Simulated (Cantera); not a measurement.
An isothermal, constant-pressure homogeneous reactor starts with H₂ : O₂ : N₂ = 1.6 : 1 : 16 (molar parts), equivalence ratio 0.80, at 1048 K and 0.977 atm. Integrator tolerance rtol = 1e-08.

Cantera simulation using GRI-Mech 3.0 (53 species, 325 reactions); the numbers are that mechanism's predictions, not measurements. The temperature is held fixed by assumption; the heat of reaction is taken as removed at once.

Problem. What does this change do: temperature 1048 to 823 K?

Solution. 
```csv
quantity,before,after
x(H₂) at 6.00 s,3.17e-8 (gas-phase equilibrium 2.94e-10),0.0859 (gas-phase equilibrium <1e-12)
x(O₂) at 6.00 s,0.0112 (gas-phase equilibrium 0.0112),0.0537 (gas-phase equilibrium 0.0112)
x(O) at 6.00 s,1.20e-11 (gas-phase equilibrium 6.78e-11),1.11e-10 (gas-phase equilibrium <1e-12)
x(H₂O) at 6.00 s,0.0899 (gas-phase equilibrium 0.0899),0.000137 (gas-phase equilibrium 0.0899)
x(H) at 6.00 s,1.86e-12 (gas-phase equilibrium <1e-12),1.27e-9 (gas-phase equilibrium <1e-12)
x(NO) at 6.00 s,6.12e-7 (gas-phase equilibrium 1.29e-5),<1e-12 (gas-phase equilibrium 7.31e-7)
x(OH) at 6.00 s,4.39e-8 (gas-phase equilibrium 1.29e-7),1.04e-10 (gas-phase equilibrium 7.91e-10)
```
Below about 950 K walls govern HO2 and H2O2 in real vessels.

Problem. What does this change do: temperature 1048 to 800 K?

Solution. 
```json
[
 {"quantity": "x(H₂) at 6.00 s", "before": "3.17e-8 (gas-phase equilibrium 2.94e-10)", "after": "0.0860 (gas-phase equilibrium <1e-12)"},
 {"quantity": "x(O₂) at 6.00 s", "before": "0.0112 (gas-phase equilibrium 0.0112)", "after": "0.0538 (gas-phase equilibrium 0.0112)"},
 {"quantity": "x(O) at 6.00 s", "before": "1.20e-11 (gas-phase equilibrium 6.78e-11)", "after": "5.00e-12 (gas-phase equilibrium <1e-12)"},
 {"quantity": "x(H₂O) at 6.00 s", "before": "0.0899 (gas-phase equilibrium 0.0899)", "after": "5.67e-6 (gas-phase equilibrium 0.0899)"},
 {"quantity": "x(H) at 6.00 s", "before": "1.86e-12 (gas-phase equilibrium <1e-12)", "after": "6.28e-11 (gas-phase equilibrium <1e-12)"},
 {"quantity": "x(NO) at 6.00 s", "before": "6.12e-7 (gas-phase equilibrium 1.29e-5)", "after": "<1e-12 (gas-phase equilibrium 4.98e-7)"},
 {"quantity": "x(OH) at 6.00 s", "before": "4.39e-8 (gas-phase equilibrium 1.29e-7)", "after": "4.65e-12 (gas-phase equilibrium 4.00e-10)"}
]
```
Below about 950 K walls govern HO2 and H2O2 in real vessels.
